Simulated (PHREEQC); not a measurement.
0.73 g of hydrous ferric oxide (600 m²/g; 0.2 weak and 0.005 strong sites per Fe, Dzombak-Morel constants, diffuse double layer) in 1 kg of water with 0.001 mol/kgw of an inert sodium salt and 1.3e-05 mol/kgw ZnSO4, 3.2e-05 mol/kgw H3BO3 and 0.0021 mol/kgw ZnCl2, at 25 °C; the pH is set by adding NaOH or the inert anion's acid. O2 is buffered at 0.21 atm. The system is closed to CO2. No solid was allowed to form.

Model: ion-association model, wateq4f.dat, run in PHREEQC.

```json
[
 {"pH": "3", "S sorbed (%)": "100.0", "Zn sorbed (%)": "0.0", "B sorbed (%)": "0.1", "surface charge σ (C/m²)": "0.313", "surface potential ψ (mV)": "207"},
 {"pH": "3.5", "S sorbed (%)": "100.0", "Zn sorbed (%)": "0.0", "B sorbed (%)": "0.2", "surface charge σ (C/m²)": "0.260", "surface potential ψ (mV)": "200"},
 {"pH": "4", "S sorbed (%)": "100.0", "Zn sorbed (%)": "0.1", "B sorbed (%)": "0.3", "surface charge σ (C/m²)": "0.200", "surface potential ψ (mV)": "188"},
 {"pH": "4.5", "S sorbed (%)": "100.0", "Zn sorbed (%)": "0.5", "B sorbed (%)": "0.4", "surface charge σ (C/m²)": "0.146", "surface potential ψ (mV)": "172"},
 {"pH": "5", "S sorbed (%)": "99.9", "Zn sorbed (%)": "1.5", "B sorbed (%)": "0.4", "surface charge σ (C/m²)": "0.103", "surface potential ψ (mV)": "155"},
 {"pH": "5.5", "S sorbed (%)": "99.5", "Zn sorbed (%)": "3.1", "B sorbed (%)": "0.5", "surface charge σ (C/m²)": "0.070", "surface potential ψ (mV)": "136"},
 {"pH": "6", "S sorbed (%)": "98.0", "Zn sorbed (%)": "8.9", "B sorbed (%)": "0.5", "surface charge σ (C/m²)": "0.050", "surface potential ψ (mV)": "120"},
 {"pH": "6.5", "S sorbed (%)": "96.0", "Zn sorbed (%)": "20.8", "B sorbed (%)": "0.4", "surface charge σ (C/m²)": "0.044", "surface potential ψ (mV)": "114"},
 {"pH": "7.5", "S sorbed (%)": "83.5", "Zn sorbed (%)": "39.3", "B sorbed (%)": "0.1", "surface charge σ (C/m²)": "0.041", "surface potential ψ (mV)": "112"},
 {"pH": "8", "S sorbed (%)": "63.0", "Zn sorbed (%)": "42.2", "B sorbed (%)": "0.0", "surface charge σ (C/m²)": "0.039", "surface potential ψ (mV)": "110"},
 {"pH": "8.5", "S sorbed (%)": "31.4", "Zn sorbed (%)": "42.5", "B sorbed (%)": "0.0", "surface charge σ (C/m²)": "0.032", "surface potential ψ (mV)": "103"},
 {"pH": "9", "S sorbed (%)": "7.0", "Zn sorbed (%)": "41.4", "B sorbed (%)": "0.0", "surface charge σ (C/m²)": "0.021", "surface potential ψ (mV)": "83"},
 {"pH": "9.5", "S sorbed (%)": "0.9", "Zn sorbed (%)": "40.4", "B sorbed (%)": "0.0", "surface charge σ (C/m²)": "0.011", "surface potential ψ (mV)": "57"},
 {"pH": "10", "S sorbed (%)": "0.1", "Zn sorbed (%)": "39.8", "B sorbed (%)": "0.0", "surface charge σ (C/m²)": "0.005", "surface potential ψ (mV)": "28"},
 {"pH": "10.5", "S sorbed (%)": "0.0", "Zn sorbed (%)": "39.2", "B sorbed (%)": "0.0", "surface charge σ (C/m²)": "0.000", "surface potential ψ (mV)": "-2"},
 {"pH": "11", "S sorbed (%)": "0.0", "Zn sorbed (%)": "38.4", "B sorbed (%)": "0.0", "surface charge σ (C/m²)": "-0.007", "surface potential ψ (mV)": "-34"}
]
```

Along this series the solution becomes supersaturated in solids that the run did not let form, among them Zn(OH)2-e, Zn4(OH)6SO4, Zn5(OH)8Cl2. The oxide is taken as insoluble; below pH 4 it would dissolve.
